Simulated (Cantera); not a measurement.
Cantera run, input and output.

```python
import numpy as np
import cantera as ct

gas = ct.Solution("gri30.yaml")
gas.TPX = 2625, 13332, {'CH4': 0.022, 'H2': 1, 'H': 0.014}
reactor = ct.IdealGasConstPressureReactor(gas, energy="off", clone=False)
net = ct.ReactorNet([reactor])
net.rtol, net.atol = 1e-08, 1e-18
show = ['CH4', 'H2', 'H', 'CH3', 'C2H4', 'C2H2']
times = np.geomspace(0.0008, 30, 15)

steps = ct.SolutionArray(gas, extra=["t"])
rows = []
print(f"{'t/s':>10s}{'T/K':>9s}{'P/Pa':>11s}" + "".join(f"{s:>11s}" for s in show))
for t in times:
    while net.time < t:
        t_next = net.step()
        steps.append(gas.state, t=t_next)
    rows.append([np.interp(t, steps.t, y) for y in (steps.T, steps.P, *steps(*show).X.T)])
    print(f"{t:10.3e}{rows[-1][0]:9.1f}{rows[-1][1]:11.4g}" + "".join(f"{x:11.3e}" for x in rows[-1][2:]))
rate = np.gradient(steps.T, steps.t)
print("integrator steps:", len(steps.t))
if steps.T.max() > steps.T[0] + 200:
    print(f"time of steepest temperature rise: {steps.t[rate.argmax()]:.4e} s")
gas.TPX = 2625, 13332, {'CH4': 0.022, 'H2': 1, 'H': 0.014}
gas.equilibrate("TP")
print(f"equilibrium (TP): T = {gas.T:.1f} K  " + "  ".join(f"{s} {gas[s].X[0]:.3e}" for s in show))
```

Result:

```
       t/s      T/K       P/Pa        CH4         H2          H        CH3       C2H4       C2H2
 8.000e-04   2625.0  1.333e+04  4.024e-04  9.355e-01  5.388e-02  4.053e-04  2.045e-06  9.703e-03
 1.697e-03   2625.0  1.333e+04  1.146e-04  9.266e-01  6.314e-02  1.364e-04  1.251e-06  9.935e-03
 3.602e-03   2625.0  1.333e+04  3.534e-05  9.142e-01  7.571e-02  5.100e-05  9.399e-07  9.943e-03
 7.643e-03   2625.0  1.333e+04  1.559e-05  8.982e-01  9.183e-02  2.772e-05  7.110e-07  9.864e-03
 1.622e-02   2625.0  1.333e+04  1.092e-05  8.847e-01  1.054e-01  2.258e-05  5.797e-07  9.784e-03
 3.441e-02   2625.0  1.333e+04  9.950e-06  8.804e-01  1.097e-01  2.150e-05  5.454e-07  9.757e-03
 7.301e-02   2625.0  1.333e+04  9.901e-06  8.802e-01  1.099e-01  2.145e-05  5.437e-07  9.756e-03
 1.549e-01   2625.0  1.333e+04  9.901e-06  8.802e-01  1.099e-01  2.145e-05  5.437e-07  9.756e-03
 3.287e-01   2625.0  1.333e+04  9.901e-06  8.802e-01  1.099e-01  2.145e-05  5.437e-07  9.756e-03
 6.975e-01   2625.0  1.333e+04  9.901e-06  8.802e-01  1.099e-01  2.145e-05  5.437e-07  9.756e-03
 1.480e+00   2625.0  1.333e+04  9.901e-06  8.802e-01  1.099e-01  2.145e-05  5.437e-07  9.756e-03
 3.140e+00   2625.0  1.333e+04  9.901e-06  8.802e-01  1.099e-01  2.145e-05  5.437e-07  9.756e-03
 6.663e+00   2625.0  1.333e+04  9.901e-06  8.802e-01  1.099e-01  2.145e-05  5.437e-07  9.756e-03
 1.414e+01   2625.0  1.333e+04  9.901e-06  8.802e-01  1.099e-01  2.145e-05  5.437e-07  9.756e-03
 3.000e+01   2625.0  1.333e+04  9.901e-06  8.802e-01  1.099e-01  2.145e-05  5.437e-07  9.756e-03
integrator steps: 1357
equilibrium (TP): T = 2625.0 K  CH4 1.005e-05  H2 8.802e-01  H 1.099e-01  CH3 2.177e-05  C2H4 5.437e-07  C2H2 9.755e-03
```

Model: GRI-Mech 3.0 (53 species, 325 reactions), integrated in Cantera. GRI-Mech 3.0 stops at C3 and has no aromatics, soot or wall deposition, so with more carbon than oxygen in the feed, carbon stays in small species such as C2H2 where larger ones or solid carbon would form.
